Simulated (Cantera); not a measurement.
**Catalytic combustion on Pt**

An isothermal plug-flow reactor at 650 K and 100000 Pa (inlet), inlet velocity 0.46 m/s, active area per volume 3600 1/m; feed 1.55 % H2, 11.1 % O2, 87.4 % N2, equivalence ratio 0.070.

Computed with Cantera and Deutschmann's 1995 Pt surface mechanism with GRI-Mech 3.0 gas chemistry. Catalytic surfaces can have several steady states; this one follows from the mechanism file's or the stated starting coverage. Mass transfer to the wall is taken as infinitely fast.

| z (m) | x H2 | x O2 | x H2O | θ free Pt | θ O* | θ OH* |
|---|---|---|---|---|---|---|
| 3.5e-05 | 0.00502 | 0.106 | 0.0106 | 0.0815 | 0.910 | 0.00861 |
| 7.5e-05 | 0.00280 | 0.105 | 0.0128 | 0.0459 | 0.947 | 0.00693 |
| 0.00016 | 0.00143 | 0.104 | 0.0142 | 0.0239 | 0.971 | 0.00521 |
| 0.00035 | 0.000676 | 0.104 | 0.0149 | 0.0117 | 0.985 | 0.00373 |
| 0.00075 | 0.000304 | 0.104 | 0.0153 | 0.00616 | 0.991 | 0.00273 |
| 0.0016 | 0.000116 | 0.104 | 0.0155 | 0.00381 | 0.994 | 0.00216 |
| 0.0035 | 2.64e-5 | 0.104 | 0.0156 | 0.00292 | 0.995 | 0.00190 |
x: gas mole fraction; θ: surface coverage.
